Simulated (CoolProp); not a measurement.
Propylene glycol along the isotherm 247.15 °C: density (kg/m³) from the reference equation and from simpler models built on Tc = 400.8 °C, pc = 7292 kPa, ω = 0.327; each cubic takes its own stable root.

Values from CoolProp's reference Helmholtz-energy equation of state, Eisenbach 2021.

```
p (kPa)   phase   reference  van der Waals  Redlich-Kwong  Soave-Redlich-Kwong  Peng-Robinson
-------  ------  ----------  -------------  -------------  -------------------  -------------
11.5        gas      0.2026         0.2025         0.2025               0.2025         0.2026
26.2        gas      0.4623         0.4618         0.4620               0.4622         0.4622
59.7        gas       1.058          1.055          1.056                1.057          1.057
136         gas       2.434          2.417          2.424                2.428          2.430
309         gas       5.659          5.567     (withheld)                5.628          5.640
704      liquid       827.0          13.11          13.35                13.48          13.55
1600     liquid  (withheld)          32.61          752.1           (withheld)          906.1
3650     liquid       831.9          533.8          760.8           (withheld)          912.0
```

**Question.** Some entries are withheld; supply them.

**Answer.** 
- 309, Redlich-Kwong: 5.607
- 1600, reference: 828.5
- 1600, Soave-Redlich-Kwong: 799.1
- 3650, Soave-Redlich-Kwong: 805.1

At some of these states van der Waals, Redlich-Kwong, Soave-Redlich-Kwong, Peng-Robinson gives the other phase, because its saturation line lies elsewhere.
